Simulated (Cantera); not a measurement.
A perfectly stirred reactor is fed with NH₃ : H₂ = 1 : 10 (molar parts), at 1.20 bar; it is held at 2000 K, and followed from long to short residence time.

Computed with Cantera and the gas-phase N/H chemistry of the illustrative SiF4/NH3 mechanism in the Surface Chemkin manual (1991). Walls and surfaces, which speed up NH3 decomposition in real reactors, are not modelled.

x: mole fraction; the columns are a selection and need not sum to one.

| τ (s) | x NH₃ | x H₂ | x N₂H₂ | x N | x H | x NH₂ |
|---|---|---|---|---|---|---|
| 17 | 0.00216 | 0.956 | 6.82e-10 | ? | 0.00145 | 9.51e-6 |
| 2.3 | 0.00613 | 0.954 | 4.90e-9 | ? | 0.00138 | 2.59e-5 |
| 0.32 | 0.0188 | 0.947 | 3.15e-8 | ? | 0.00119 | 6.87e-5 |
| 0.043 | 0.0524 | 0.929 | 1.35e-7 | 5.23e-7 | 0.000929 | 0.000152 |
| 0.0058 | 0.0822 | 0.913 | 2.31e-7 | 5.33e-7 | 0.000793 | 0.000208 |
| 0.00078 | 0.0899 | 0.909 | 1.60e-7 | ? | 0.000639 | 0.000184 |
| 0.00011 | 0.0908 | 0.909 | 9.49e-9 | ? | 0.000205 | 5.96e-5 |

Question: Some entries are withheld; supply them.

Answer: 
- 17, x N: 7.64e-8
- 2.3, x N: 1.90e-7
- 0.32, x N: 3.76e-7
- 0.00078, x N: 3.11e-7
- 0.00011, x N: 1.05e-8
